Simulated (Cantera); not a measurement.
A closed system holds: 1 mol BCl₃, 9.3 mol H₂O, held at 1350 K and 0.300 bar.

These are equilibrium values from Cantera (NASA tables, ideal gas, pure condensed phases), not measurements of a reactor. Candidate condensed phases: B, B₂O₃, B₃O₃H₃, H₂O; 33 gas species. Gases not in the tables: H₃BO₃. Rates play no part.

Base state: H₂O 0.712, HCl 0.277, HBO₂ 0.00845, (HBO₂)₃ 0.00232, Cl 0.000108, H₂ 8.58e-5 (mole fractions); condensed: B₂O₃(l).

Q: What changes in the equilibrium state with this change: temperature from 1350 K to 1248.15 K?

A: 
```csv
species,before,after
H₂O,0.712,0.716
HCl,0.277,0.278
(HBO₂)₃,0.00232,0.00326
HBO₂,0.00845,0.00248
Cl,0.000108,3.70e-5
H₂,8.58e-5,3.02e-5
"B₂O₃(l), mol",0.417,0.434
```

Q: What changes in the equilibrium state with this change: pressure from 0.300 bar to 0.0133 bar?

A: 
```csv
species,before,after
H₂O,0.712,0.688
HCl,0.277,0.272
HBO₂,0.00845,0.0394
B₂O₃,2.34e-6,5.27e-5
(HBO₂)₃,0.00232,0.000463
"B₂O₃(l), mol",0.417,0.275
```

Q: What changes in the equilibrium state with this change: H₂O from 9.3 to 2.4 mol?

A: 
| species | before | after |
|---|---|---|
| HCl | 0.277 | 0.767 |
| H₂O | 0.712 | 0.227 |
| HBO₂ | 0.00845 | 0.00477 |
| (HBO₂)₃ | 0.00232 | 0.000418 |
| Cl₂ | 9.68e-6 | 4.13e-5 |
| Cl | 0.000108 | 0.000224 |
| B₂O₃(l), mol | 0.417 | 0.488 |
